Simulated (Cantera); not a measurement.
A jet of CH4 : O2 : N2 = 0.03 : 0.12 : 0.79 (molar parts), equivalence ratio 0.50 at 300 K and 14000 Pa hits a platinum plate 7.6 cm away at a mass flux of 0.041 kg/m²/s; the plate temperature is set and raised in steps from an oxygen-covered start.

Cantera simulation using Deutschmann's 1995 Pt surface mechanism with GRI-Mech 3.0 gas chemistry; the numbers are that mechanism's predictions, not measurements. Catalytic surfaces can have several steady states; this one follows from the mechanism file's or the stated starting coverage.

x: mole fraction at the wall; θ: surface coverage.

```
plate T (K)  wall x CH4  wall x O2  wall x H2O  wall x OH  wall x CO  wall x CO2  θ free Pt   θ O*    θ OH*
-----------  ----------  ---------  ----------  ---------  ---------  ----------  ---------  -----  -------
850              0.0226      0.108      0.0174      <1e-8    5.81e-6      0.0114      0.125  0.874  0.00136
900              0.0159     0.0936      0.0299        ___    5.87e-6      0.0196      0.187  0.811  0.00167
950              0.0106     0.0824      0.0396        ___    5.44e-6      0.0261      0.256  0.743  0.00176
1000            0.00724     0.0752      0.0458        ___    5.02e-6      0.0302      0.326  0.672  0.00169
1050            0.00516     0.0709      0.0495        ___    4.77e-6      0.0327      0.396  0.602  0.00155
1100            0.00386     0.0682      0.0518        ___    4.70e-6      0.0342      0.464  0.534  0.00139
1150            0.00301     0.0666      0.0531        ___    4.80e-6      0.0351      0.529  0.470  0.00122
1200            0.00226     0.0657      0.0540        ___    6.07e-6      0.0353      0.589  0.410  0.00107
```

What belongs in the gaps?


- 900, wall x OH: 3.07e-8
- 950, wall x OH: 9.07e-8
- 1000, wall x OH: 2.42e-7
- 1050, wall x OH: 5.69e-7
- 1100, wall x OH: 1.22e-6
- 1150, wall x OH: 2.43e-6
- 1200, wall x OH: 4.57e-6
